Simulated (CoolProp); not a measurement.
Vapour-liquid equilibrium of R1234yf (1) + R152A (2) at 338.4 K; x and y are mole fractions of (1).

Values from CoolProp's multi-fluid Helmholtz-energy mixture model, Lemmon 2022 and Outcalt 1996; pair parameters Bell 2023.

```tsv
x	bubble pressure (MPa)	y at the bubble point	dew pressure at overall composition x (MPa)	liquid density (mol/L)
0.05	?	0.061	1.721	11.55
0.15	1.779	0.172	1.769	11.01
0.25	?	0.274	1.810	10.52
0.35	1.847	0.370	1.842	10.08
0.45	1.866	0.463	1.864	9.672
0.55	1.877	0.556	?	?
0.65	1.880	0.650	1.880	8.966
0.75	1.877	0.746	1.877	8.658
0.85	1.868	0.845	?	?
0.95	1.853	0.948	1.853	8.115
```

Task: What belongs in the gaps?

Result: 
- 0.05, bubble pressure (MPa): 1.727
- 0.25, bubble pressure (MPa): 1.818
- 0.55, dew pressure at overall composition x (MPa): 1.876
- 0.55, liquid density (mol/L): 9.302
- 0.85, dew pressure at overall composition x (MPa): 1.867
- 0.85, liquid density (mol/L): 8.375

y crosses x between x = 0.55 and 0.65: the model has an azeotrope there.

Pair parameters are fitted to limited data, so mixtures are less certain than the pure fluids.
